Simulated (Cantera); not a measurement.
Input (Python, Cantera) and output of one run.

```python
import numpy as np
import cantera as ct

gas_names = """
    CL CL2 H HCL H2 N NH NH2 NH3 N2 N2H2 N2H4 Si SiCL SiCL2 SiCL3 SiCL4 SiH SiHCL3 SiH2 SiH2CL2 SiH3
    SiH3CL SiH4 SiN Si2 Si2N Si3
""".split()
cond_names = """
    NH4CL(a) NH4CL(b) Si(cr) Si(L) Si3N4(a)
""".split()


def load(file, names, dense=False):
    # The tables refer to 1 bar. Condensed volumes are neglected.
    table = {s.name: s for s in ct.Species.list_from_file(file)}
    out = []
    for n in names:
        d = dict(table[n].input_data)
        d["thermo"] = dict(d["thermo"], **{"reference-pressure": 1e5})
        if dense:
            d["equation-of-state"] = {"model": "constant-volume", "density": "1e6 g/cm^3"}
        out.append(ct.Species.from_dict(d))
    return out


gas = ct.Solution(thermo="ideal-gas", species=load("nasa_gas.yaml", gas_names))
cond = {s.name: ct.Solution(thermo="fixed-stoichiometry", species=[s], name=s.name)
        for s in load("nasa_condensed.yaml", cond_names, dense=True)}
atoms = {
    'SiHCl3': {'Si': 1, 'H': 1, 'CL': 3},
    'Cl2': {'CL': 2},
    'N2': {'N': 2},
}
top_T = {'Si3N4(a)': 2400}  # K; cautious upper limits of use, not melting points


def equilibrate(T, P, feed):
    n = {}
    for name, mol in feed.items():
        for a, k in atoms[name].items():
            n[a] = n.get(a, 0.0) + k * mol
    gas.TPX = T, P, n
    mass = sum(n.values()) * gas.mean_molecular_weight
    gas.equilibrate("TP")
    valid = [c for c in cond.values() if c.min_temp <= T <= top_T.get(c.name, c.max_temp)]
    mix = ct.Mixture([(gas, mass / gas.mean_molecular_weight)] + [(c, 0.0) for c in valid])
    mix.T, mix.P = T, P
    mix.equilibrate("TP", solver="vcs", rtol=1e-11, max_steps=5000)
    return mix


results = []
feed = {'SiHCl3': 1, 'Cl2': 0.2, 'N2': 28}  # mol
P = 160  # Pa
for T in [925, 1025, 1125, 1225, 1325, 1425, 1525, 1625]:
    mix = equilibrate(T, P, feed)
    results.append((T, P, feed, dict(zip(mix.species_names, mix.species_moles))))

top = {s: max(r[3][s] / sum(r[3][g] for g in gas_names) for r in results) for s in gas_names}
cols = sorted((s for s in top if top[s] > 0.0001), key=lambda s: -top[s])[:8]
seen = [c for c in cond_names if any(r[3].get(c, 0) > 1e-12 for r in results)]
print("log10 of partial pressures in bar; condensed amounts in mol")
print(f"{'T/K':>10s}" + "".join(f"{s[:9]:>10s}" for s in cols + seen))
for T, P, feed, n in results:
    ng = sum(n[g] for g in gas_names)
    print(f"{T:10.4g}" + "".join(f"{np.log10(max(n[s] / ng * P / 1e5, 1e-99)):10.3f}" for s in cols)
          + "".join(f"{n.get(c, 0):10.4g}" for c in seen))
```

Result:

```
log10 of partial pressures in bar; condensed amounts in mol
       T/K        N2       HCL     SiCL2     SiCL4     SiCL3        CL        H2  Si3N4(a)
       925    -2.820    -4.303    -9.191    -4.470    -7.630   -11.093    -5.621     0.126
      1025    -2.820    -4.296    -7.638    -4.474    -6.716    -9.844    -5.698    0.1268
      1125    -2.820    -4.292    -6.371    -4.487    -5.974    -8.818    -5.757     0.125
      1225    -2.821    -4.292    -5.341    -4.551    -5.395    -7.971    -5.785    0.1081
      1325    -2.824    -4.303    -4.591    -4.847    -5.087    -7.311    -5.709   0.03501
      1425    -2.826    -4.288    -4.423    -5.138    -5.078    -6.525    -6.032         0
      1525    -2.826    -4.278    -4.409    -5.249    -5.065    -5.706    -6.587         0
      1625    -2.828    -4.278    -4.370    -5.524    -5.130    -5.090    -6.885         0
```

Method: chemical equilibrium by Gibbs-energy minimisation in Cantera with the NASA 1993 tables (ideal gas, pure condensed phases). N2 is the only nitrogen source here; it is nearly inert below about 1500 K, so the nitride shown seldom forms there in practice. The tables' values for SiCl3 are old estimates; treat these amounts as uncertain.
